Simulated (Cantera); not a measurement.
Input (Python, Cantera) and output of one run.

```python
import numpy as np
import cantera as ct

gas_names = """
    C CH CH2 CH3 CH2OH CH3O CH4 CH3OH CO CO2 COOH C2 C2H CHCO,ketyl C2H2,acetylene C2H2,vinylidene
    CH2CO,ketene C2H3,vinyl CH3CO,acetyl C2H4 C2H4O,ethylen CH3CHO,ethanal CH3COOH (HCOOH)2 C2H5 C2H6
    CH3OCH3 C2H5OH C2O C3 C3H3,propargyl C3H4,allene C3H4,propyne C3H4,cyclo- C3H5,allyl C3H6,propylene
    C3H6,cyclo- C3H6O C3H7,n-propyl C3H7,i-propyl C3H8 C3H8O,1propanol C3H8O,2propanol C3O2 C4 C4H2
    C4H4,1,3-cyclo- C4H6,butadiene C4H6,2-butyne C4H6,cyclo- C4H8,1-butene C4H8,cis2-buten
    C4H8,tr2-butene C4H8,isobutene C4H8,cyclo- (CH3COOH)2 C4H9,n-butyl C4H9,i-butyl C4H9,s-butyl
    C4H9,t-butyl C4H10,isobutane C4H10,n-butane C5 C5H6,1,3cyclo- C5H8,cyclo- C5H10,1-pentene
    C5H10,cyclo- C5H11,pentyl C5H11,t-pentyl C5H12,n-pentane C5H12,i-pentane CH3C(CH3)2CH3 C6H2
    C6H5,phenyl C6H5O,phenoxy C6H6 C6H5OH,phenol C6H10,cyclo- C6H12,1-hexene C6H12,cyclo- C6H13,n-hexyl
    C7H7,benzyl C7H8 C7H8O,cresol C7H14,1-heptene C7H15,n-heptyl C7H16,n-heptane C8H8,styrene
    C8H10,ethylbenz C8H16,1-octene C8H17,n-octyl C8H18,isooctane C8H18,n-octane C9H19,n-nonyl
    C10H8,naphthale C10H21,n-decyl C12H9,o-bipheny C12H10,bipheny H HCO HO2 H2 HCHO,formaldehy HCOOH H2O
    H2O2 O OH O2 O3 Ti TiO TiO2
""".split()
cond_names = """
    C(gr) C6H6(L) C7H8(L) C8H18(L),n-octa H2O(s) H2O(L) Ti(a) Ti(b) Ti(L) TiC(s) TiC(L) TiO(a) TiO(b)
    TiO(L) TiO2(ru) TiO2(L) Ti2O3(a) Ti2O3(b) Ti2O3(L) Ti3O5(a) Ti3O5(b) Ti3O5(L) Ti4O7(s) Ti4O7(L)
""".split()


def load(file, names, dense=False):
    # The tables refer to 1 bar. Condensed volumes are neglected.
    table = {s.name: s for s in ct.Species.list_from_file(file)}
    out = []
    for n in names:
        d = dict(table[n].input_data)
        d["thermo"] = dict(d["thermo"], **{"reference-pressure": 1e5})
        if dense:
            d["equation-of-state"] = {"model": "constant-volume", "density": "1e6 g/cm^3"}
        out.append(ct.Species.from_dict(d))
    return out


gas = ct.Solution(thermo="ideal-gas", species=load("nasa_gas.yaml", gas_names))
cond = {s.name: ct.Solution(thermo="fixed-stoichiometry", species=[s], name=s.name)
        for s in load("nasa_condensed.yaml", cond_names, dense=True)}
atoms = {
    'Ti(OiPr)4': {'Ti': 1, 'C': 12, 'H': 28, 'O': 4},
    'O2': {'O': 2},
    'H2': {'H': 2},
}
top_T = {'C(gr)': 4500}  # K; cautious upper limits of use, not melting points


def equilibrate(T, P, feed):
    n = {}
    for name, mol in feed.items():
        for a, k in atoms[name].items():
            n[a] = n.get(a, 0.0) + k * mol
    gas.TPX = T, P, n
    mass = sum(n.values()) * gas.mean_molecular_weight
    gas.equilibrate("TP")
    valid = [c for c in cond.values() if c.min_temp <= T <= top_T.get(c.name, c.max_temp)]
    mix = ct.Mixture([(gas, mass / gas.mean_molecular_weight)] + [(c, 0.0) for c in valid])
    mix.T, mix.P = T, P
    mix.equilibrate("TP", solver="vcs", rtol=1e-11, max_steps=5000)
    return mix


results = []
P = 10000  # Pa
for T in [1250, 1300, 1350, 1400, 1450, 1500, 1550, 1600, 1650, 1700, 1750]:
    for m in [13, 17, 23, 30, 40, 53, 69, 91, 120, 160, 210, 280]:
        feed = {'Ti(OiPr)4': 1, 'O2': 8, 'H2': m}  # mol
        mix = equilibrate(T, P, feed)
        results.append((T, P, feed, dict(zip(mix.species_names, mix.species_moles))))

for T, P, feed, n in results:
    print(f"{T:7g} {feed['H2']:10.4g}  " + (" + ".join(c for c in cond_names if n.get(c, 0) > 1e-12) or "gas only"))
```

Output:

```
   1250         13  TiO2(ru)
   1250         17  TiO2(ru)
   1250         23  TiO2(ru)
   1250         30  TiO2(ru)
   1250         40  TiO2(ru)
   1250         53  TiO2(ru)
   1250         69  TiO2(ru)
   1250         91  TiO2(ru)
   1250        120  TiO2(ru)
   1250        160  TiO2(ru)
   1250        210  TiO2(ru)
   1250        280  TiO2(ru)
   1300         13  TiO2(ru)
   1300         17  TiO2(ru)
   1300         23  TiO2(ru)
   1300         30  TiO2(ru)
   1300         40  TiO2(ru)
   1300         53  TiO2(ru)
   1300         69  TiO2(ru)
   1300         91  TiO2(ru)
   1300        120  TiO2(ru)
   1300        160  TiO2(ru)
   1300        210  TiO2(ru)
   1300        280  TiO2(ru)
   1350         13  TiO2(ru)
   1350         17  TiO2(ru)
   1350         23  TiO2(ru)
   1350         30  TiO2(ru)
   1350         40  TiO2(ru)
   1350         53  TiO2(ru)
   1350         69  TiO2(ru)
   1350         91  TiO2(ru)
   1350        120  TiO2(ru)
   1350        160  TiO2(ru)
   1350        210  TiO2(ru)
   1350        280  TiO2(ru)
   1400         13  TiO2(ru)
   1400         17  TiO2(ru)
   1400         23  TiO2(ru)
   1400         30  TiO2(ru)
   1400         40  TiO2(ru)
   1400         53  TiO2(ru)
   1400         69  TiO2(ru)
   1400         91  TiO2(ru)
   1400        120  TiO2(ru)
   1400        160  TiO2(ru)
   1400        210  TiO2(ru)
   1400        280  TiO2(ru)
   1450         13  TiO2(ru)
   1450         17  TiO2(ru)
   1450         23  TiO2(ru)
   1450         30  TiO2(ru)
   1450         40  TiO2(ru)
   1450         53  TiO2(ru)
   1450         69  TiO2(ru)
   1450         91  TiO2(ru)
   1450        120  TiO2(ru)
   1450        160  TiO2(ru)
   1450        210  TiO2(ru)
   1450        280  TiO2(ru)
   1500         13  TiO2(ru)
   1500         17  TiO2(ru)
   1500         23  TiO2(ru)
   1500         30  TiO2(ru)
   1500         40  TiO2(ru)
   1500         53  TiO2(ru)
   1500         69  TiO2(ru)
   1500         91  TiO2(ru)
   1500        120  TiO2(ru)
   1500        160  TiO2(ru)
   1500        210  TiO2(ru)
   1500        280  TiO2(ru)
   1550         13  TiO2(ru)
   1550         17  TiO2(ru)
   1550         23  TiO2(ru)
   1550         30  TiO2(ru)
   1550         40  TiO2(ru)
   1550         53  TiO2(ru)
   1550         69  TiO2(ru)
   1550         91  TiO2(ru)
   1550        120  TiO2(ru)
   1550        160  TiO2(ru)
   1550        210  TiO2(ru)
   1550        280  Ti4O7(s)
   1600         13  TiO2(ru)
   1600         17  TiO2(ru)
   1600         23  TiO2(ru)
   1600         30  TiO2(ru)
   1600         40  TiO2(ru)
   1600         53  TiO2(ru)
   1600         69  TiO2(ru)
   1600         91  TiO2(ru)
   1600        120  TiO2(ru)
   1600        160  TiO2(ru)
   1600        210  Ti4O7(s)
   1600        280  Ti4O7(s)
   1650         13  TiO2(ru)
   1650         17  TiO2(ru)
   1650         23  TiO2(ru)
   1650         30  TiO2(ru)
   1650         40  TiO2(ru)
   1650         53  TiO2(ru)
   1650         69  TiO2(ru)
   1650         91  TiO2(ru)
   1650        120  TiO2(ru)
   1650        160  Ti4O7(s)
   1650        210  Ti4O7(s)
   1650        280  Ti4O7(s)
   1700         13  TiO2(ru)
   1700         17  TiO2(ru)
   1700         23  TiO2(ru)
   1700         30  TiO2(ru)
   1700         40  TiO2(ru)
   1700         53  TiO2(ru)
   1700         69  TiO2(ru)
   1700         91  TiO2(ru) + Ti4O7(s)
   1700        120  Ti4O7(s)
   1700        160  Ti4O7(s)
   1700        210  Ti4O7(s)
   1700        280  Ti4O7(s)
   1750         13  TiO2(ru)
   1750         17  TiO2(ru)
   1750         23  TiO2(ru)
   1750         30  TiO2(ru)
   1750         40  TiO2(ru)
   1750         53  TiO2(ru)
   1750         69  Ti4O7(s)
   1750         91  Ti4O7(s)
   1750        120  Ti4O7(s)
   1750        160  Ti4O7(s)
   1750        210  Ti3O5(b)
   1750        280  Ti3O5(b)
```

These are equilibrium values from Cantera (NASA tables, ideal gas, pure condensed phases), not measurements of a reactor. The feed counts by its element totals alone. Mutual solubility and eutectic melting of coexisting phases are not modelled. Condensed phases not in the tables: Magnéli phases beyond Ti4O7.
